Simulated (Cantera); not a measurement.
# Adiabatic ignition

An adiabatic, constant-pressure homogeneous reactor starts with CO : H2 : O2 : N2 = 1 : 0.065 : 0.761 : 8.37 (molar parts), at 1798 K and 17.0 bar.

Model: GRI-Mech 3.0 (53 species, 325 reactions), integrated in Cantera. The hydrogen kinetics of GRI-Mech 3.0 are dated; newer H2 mechanisms differ, most at raised pressure. The pressure lies above the range GRI-Mech 3.0 was tuned for (to about 10 atm).

| t (s) | T (K) | x CO | x H2 | x O2 | x NO | x OH |
|---|---|---|---|---|---|---|
| 4.00e-6 | 1891 | 0.0835 | 0.000274 | 0.0608 | 5.33e-6 | 0.00145 |
| 1.13e-5 | 2167 | 0.0461 | 0.000336 | 0.0419 | 7.59e-5 | 0.00231 |
| 3.17e-5 | 2386 | 0.0227 | 0.000206 | 0.0327 | 0.000286 | 0.00201 |
| 8.94e-5 | 2485 | 0.0114 | 0.000107 | 0.0279 | 0.000642 | 0.00146 |
| 0.000252 | 2522 | 0.00681 | 6.71e-5 | 0.0258 | 0.00122 | 0.00116 |
| 0.000710 | 2524 | 0.00625 | 6.24e-5 | 0.0249 | 0.00237 | 0.00111 |
| 0.00200 | 2519 | 0.00623 | 6.25e-5 | 0.0238 | 0.00459 | 0.00108 |
| 0.00563 | 2514 | 0.00622 | 6.27e-5 | 0.0226 | 0.00711 | 0.00105 |
| 0.0159 | 2512 | 0.00622 | 6.28e-5 | 0.0222 | 0.00797 | 0.00104 |
| 0.0447 | 2512 | 0.00622 | 6.28e-5 | 0.0222 | 0.00799 | 0.00104 |
| 0.126 | 2512 | 0.00622 | 6.28e-5 | 0.0222 | 0.00799 | 0.00104 |
| 0.355 | 2512 | 0.00622 | 6.28e-5 | 0.0222 | 0.00799 | 0.00104 |
| 1.00 | 2512 | 0.00622 | 6.28e-5 | 0.0222 | 0.00799 | 0.00104 |
x: mole fraction; the columns are a selection and need not sum to one.

| Property | Result |
|---|---|
| time of steepest temperature rise | 2.85 µs |
| temperature at 1.00 s | 2512 K |
| equilibrium temperature | 2512 K |
| x(CO) at 1.00 s | 0.00622 (gas-phase equilibrium 0.00622) |
| x(H2) at 1.00 s | 6.28e-5 (gas-phase equilibrium 6.28e-5) |
| x(O2) at 1.00 s | 0.0222 (gas-phase equilibrium 0.0222) |
